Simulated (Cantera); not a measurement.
Cantera run:

```python
import numpy as np
import cantera as ct

gas_names = """
    N NO NO2 NO3 N2 N2O Nb NbO NbO2 O O2 O3
""".split()
cond_names = """
    Nb(cr) Nb(L) NbO(s) NbO(L) NbO2(I) NbO2(II) NbO2(III) NbO2(L) Nb2O5(s) Nb2O5(L)
""".split()


# ... load() reads the species with a 1 bar reference pressure and builds the phases ...
atoms = {
    'Nb': {'Nb': 1},
    'N2O': {'N': 2, 'O': 1},
    'N2': {'N': 2},
}
top_T = {}  # K; cautious upper limits of use, not melting points


# ... equilibrate(T, P, feed) seeds the gas with the atoms and calls Mixture.equilibrate('TP', solver="vcs", rtol=1e-11, max_steps=5000) ...
results = []
feed = {'Nb': 1, 'N2O': 8.5, 'N2': 9.7}  # mol
T = 2648  # K
for P in [0.1, 1, 10, 100, 1000, 10000, 100000, 1000000]:
    mix = equilibrate(T, P, feed)
    results.append((T, P, feed, dict(zip(mix.species_names, mix.species_moles))))
    x = sorted(zip(gas.X, gas.species_names), reverse=True)
    print(f"T = {T:g} K  P = {P:g} Pa  gas = {mix.phase_moles(0):.4g} mol")
    print("   x: " + "  ".join(f"{s} {v:.3e}" for v, s in x if v > 0.0001))
    print("   condensed (mol): " + ("  ".join(f"{mix.phase(i).name} {mix.phase_moles(i):.4g}"
          for i in range(1, mix.n_phases) if mix.phase_moles(i) > 1e-12) or "none"))
```

It prints:

```
T = 2648 K  P = 0.1 Pa  gas = 26.53 mol
   x: N2 6.853e-01  O 2.755e-01  NbO 3.088e-02  NbO2 6.652e-03  N 8.831e-04  NO 5.708e-04  Nb 1.625e-04
   condensed (mol): none
T = 2648 K  P = 1 Pa  gas = 25.99 mol
   x: N2 6.992e-01  O 2.595e-01  NbO2 2.577e-02  NbO 1.270e-02  NO 1.717e-03  O2 8.083e-04  N 2.821e-04
   condensed (mol): none
T = 2648 K  P = 10 Pa  gas = 25.51 mol
   x: N2 7.108e-01  O 2.381e-01  NbO2 3.720e-02  O2 6.808e-03  NO 5.025e-03  NbO 1.997e-03
   condensed (mol): none
T = 2648 K  P = 100 Pa  gas = 24.63 mol
   x: N2 7.328e-01  O 1.770e-01  NbO2 4.030e-02  O2 3.760e-02  NO 1.199e-02  NbO 2.912e-04
   condensed (mol): none
T = 2648 K  P = 1000 Pa  gas = 23.45 mol
   x: N2 7.669e-01  O2 8.680e-02  O 8.503e-02  NbO2 4.258e-02  NO 1.864e-02
   condensed (mol): none
T = 2648 K  P = 10000 Pa  gas = 21.84 mol
   x: N2 8.223e-01  O2 1.137e-01  O 3.077e-02  NO 2.209e-02  NbO2 1.113e-02
   condensed (mol): Nb2O5(L) 0.3785
T = 2648 K  P = 100000 Pa  gas = 21.32 mol
   x: N2 8.418e-01  O2 1.241e-01  NO 2.334e-02  O 1.017e-02  NbO2 6.121e-04
   condensed (mol): Nb2O5(L) 0.4935
T = 2648 K  P = 1e+06 Pa  gas = 21.24 mol
   x: N2 8.452e-01  O2 1.277e-01  NO 2.373e-02  O 3.262e-03
   condensed (mol): Nb2O5(L) 0.4996
```

Method: chemical equilibrium by Gibbs-energy minimisation in Cantera with the NASA 1993 tables (ideal gas, pure condensed phases). Condensed phases not in the tables: the oxides between NbO2 and Nb2O5.
